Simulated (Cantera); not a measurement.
An adiabatic, constant-pressure homogeneous reactor starts with 5.18 % CH₄, 1.50 % H₂, 13.5 % O₂, 79.8 % N₂, at 1373 K and 1.60 bar.

Cantera simulation using GRI-Mech 3.0 (53 species, 325 reactions); the numbers are that mechanism's predictions, not measurements.

x: mole fraction; the columns are a selection and need not sum to one.

```tsv
t (s)	T (K)	x CH₄	x H₂	x O₂	x NO	x N₂O	x C₂H₆	x CO₂
3.00e-6	1373	0.0518	0.0150	0.135	<1e-12	<1e-12	<1e-12	<1e-12
9.53e-6	1373	0.0518	0.0150	0.135	<1e-12	<1e-12	5.69e-12	<1e-12
3.03e-5	1373	0.0518	0.0150	0.135	<1e-12	1.23e-12	2.99e-10	5.43e-12
9.62e-5	1373	0.0518	0.0150	0.135	<1e-12	1.21e-11	3.75e-8	5.34e-10
0.000306	1374	0.0515	0.0149	0.135	<1e-12	2.44e-10	5.54e-5	8.35e-7
0.000972	1518	0.0319	0.0188	0.116	8.53e-10	1.61e-8	0.00118	0.000432
0.00309	2445	<1e-12	0.00254	0.0254	___	4.53e-7	<1e-12	0.0456
0.00981	2441	<1e-12	0.00255	0.0244	___	4.55e-7	<1e-12	0.0456
0.0312	2436	<1e-12	0.00255	0.0230	___	4.69e-7	<1e-12	0.0456
0.0990	2434	<1e-12	0.00256	0.0226	0.00674	4.76e-7	<1e-12	0.0456
0.315	2434	<1e-12	0.00256	0.0226	0.00675	4.76e-7	<1e-12	0.0456
1.00	2434	<1e-12	0.00256	0.0226	0.00675	4.76e-7	<1e-12	0.0456
```

Task: Fill in the missing entries.

Result: 
- 0.00309, x NO: 0.000851
- 0.00981, x NO: 0.00289
- 0.0312, x NO: 0.00584
